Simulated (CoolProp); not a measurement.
Octamethyltrisiloxane (MDM) along the isobar 3.05 MPa: density (kg/m³) from the reference equation and from simpler models built on Tc = 565.4 K, pc = 1.438 MPa, ω = 0.528; each cubic takes its own stable root.

Values from CoolProp's reference Helmholtz-energy equation of state, Thol 2017.

| T (K) | phase | reference | van der Waals | Redlich-Kwong |
|---|---|---|---|---|
| 492.2 | liquid | 605.0 | (withheld) | 522.9 |
| 498.1 | liquid | (withheld) | 386.3 | 515.7 |
| 504 | liquid | 588.3 | 382.8 | (withheld) |
| 509.9 | liquid | 579.6 | 379.2 | (withheld) |
| 515.8 | liquid | 570.6 | 375.5 | 493.3 |
| 521.7 | liquid | 561.4 | 371.8 | 485.4 |
| 527.7 | liquid | 551.7 | 367.9 | 477.3 |
| 533.6 | liquid | (withheld) | 364.1 | 469.1 |
| 539.5 | liquid | 531.5 | (withheld) | 460.7 |
| 545.4 | liquid | 520.8 | 356.1 | 452.1 |
| 551.3 | liquid | 509.6 | 351.9 | (withheld) |
| 557.2 | liquid | 497.8 | 347.7 | 434.3 |
| 563.2 | liquid | 485.2 | 343.3 | 424.9 |
| 569.1 | supercritical | 472.2 | 338.9 | 415.4 |
| 575 | supercritical | 458.3 | 334.4 | 405.6 |

Question: Complete the blanks.

Answer: 
- 492.2, van der Waals: 389.8
- 498.1, reference: 596.7
- 504, Redlich-Kwong: 508.4
- 509.9, Redlich-Kwong: 500.9
- 533.6, reference: 541.8
- 539.5, van der Waals: 360.1
- 551.3, Redlich-Kwong: 443.3
